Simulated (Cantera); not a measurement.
A closed system holds: 1 mol c-C4F8, 2 mol HCl, 0.23 mol H2, held at 1.33 mbar.

Cantera equilibrium calculation (NASA polynomials, part measured and part estimated; ideal gas, pure solids and liquids). Candidate condensed phases: C, C6H6, C7H8, C8H18; 118 gas species. The feed counts by its element totals alone. Condensed phases not in the tables: fluorocarbon polymer. Gases not in the tables: C2F6 and larger saturated fluorocarbons. Kinetics and transport are ignored.

### Question
What share of the C ends up in condensed phases as a function of T (°C), at 600, 700, 800, 900, 1000, 1100, 1200, 1300, 1400, 1500, 1600, 1700, 1800, 1900?

### Answer
```csv
T (°C),C condensed (%),as
600,56.5,C(graphite)
700,58.5,C(graphite)
800,60.3,C(graphite)
900,61.7,C(graphite)
1000,62.8,C(graphite)
1100,63.8,C(graphite)
1200,64.5,C(graphite)
1300,64.8,C(graphite)
1400,64.8,C(graphite)
1500,64.3,C(graphite)
1600,63.0,C(graphite)
1700,60.8,C(graphite)
1800,59.1,C(graphite)
1900,62.8,C(graphite)
```
